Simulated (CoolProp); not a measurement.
n-pentane at several states: density (kg/m³) from the reference equation and from simpler models built on Tc = 196.5 °C, pc = 3368 kPa, ω = 0.251; each cubic takes its own stable root.

Computed with CoolProp (reference Helmholtz-energy equation of state, Thol 2019).

```csv
T (°C),p (kPa),phase,reference,van der Waals,Redlich-Kwong,Soave-Redlich-Kwong,Peng-Robinson
11.55,19800,liquid,654.3,416.2,593.1,603.7,677.2
296.05,704,gas,11.15,11.17,[?],[?],11.21
215.35,215,gas,3.895,3.887,3.896,3.894,3.904
-99.25,1370,liquid,[?],436.7,649.7,655.6,734.6
```

### Question
What belongs in the gaps?

### Answer

- 296.05, Redlich-Kwong: 11.19
- 296.05, Soave-Redlich-Kwong: 11.13
- -99.25, reference: 736.6
